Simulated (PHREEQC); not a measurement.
Dissolve 1.4 mmol/kgw HCl and 0.31 mmol/kgw MnSO4 at 85 °C. Closed to the air; pH follows from the charge balance.

Equilibrium calculation in PHREEQC: ion-association model, phreeqc.dat.

The ionic strength comes out as 0.00238 mol/kgw. What activity coefficients do SO4-2, Cl-, Mn+2, HSO4-, MnCl+ get?

SO4-2 0.79, Cl- 0.94, Mn+2 0.79, HSO4- 0.94, MnCl+ 0.94.

Precipitation was switched off in this run. Complexes and solids missing from the database can't appear. Away from 25 °C the constants follow the database's enthalpies or fits; those with neither stay at their 25 °C values.
